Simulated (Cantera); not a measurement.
Cantera run:

```python
import numpy as np
import cantera as ct

gas_names = """
    Cr CrO CrO2 CrO3 H HO2 H2 H2O H2O2 O OH O2 O3
""".split()
cond_names = """
    Cr(cr) Cr(L) Cr2O3(s) Cr2O3(L) H2O(s) H2O(L)
""".split()


# ... load() reads the species with a 1 bar reference pressure and builds the phases ...
atoms = {
    'Cr2O3': {'Cr': 2, 'O': 3},
    'H2': {'H': 2},
    'H2O': {'H': 2, 'O': 1},
}
top_T = {}  # K; cautious upper limits of use, not melting points


# ... equilibrate(T, P, feed) seeds the gas with the atoms and calls Mixture.equilibrate('TP', solver="vcs", rtol=1e-11, max_steps=5000) ...
results = []
feed = {'Cr2O3': 1, 'H2': 2400, 'H2O': 0.22}  # mol
T = 2098.15  # K
P = 490000  # Pa
mix = equilibrate(T, P, feed)
results.append((T, P, feed, dict(zip(mix.species_names, mix.species_moles))))
print(gas.report(threshold=1e-06))
for i in range(1, mix.n_phases):
    print(f"{mix.phase(i).name:16s} {mix.phase_moles(i):12.5e} mol")
```

Output:

```
       temperature   2098.2 K
          pressure   4.9e+05 Pa
           density   0.058123 kg/m^3
  mean mol. weight   2.0693 kg/kmol
   phase of matter   gas

                          1 kg             1 kmol
                     ---------------   ---------------
          enthalpy        2.7349e+07        5.6593e+07  J
   internal energy        1.8918e+07        3.9148e+07  J
           entropy             85626        1.7719e+05  J/K
    Gibbs function       -1.5231e+08       -3.1517e+08  J
 heat capacity c_p             16681             34518  J/K
 heat capacity c_v             12663             26203  J/K

                      mass frac. Y      mole frac. X     chem. pot. / RT
                     ---------------   ---------------   ---------------
                Cr          0.016703        0.00066473           -6.6625
                 H        0.00067667         0.0013891           -9.0242
                H2           0.97094           0.99661           -18.048
               H2O          0.011656         0.0013388           -46.572
     [   +9 minor]        2.3868e-05        8.9256e-07

Cr(cr)            4.00714e-01 mol
Cr2O3(s)          0.00000e+00 mol
```

Method: chemical equilibrium by Gibbs-energy minimisation in Cantera with the NASA 1993 tables (ideal gas, pure condensed phases).
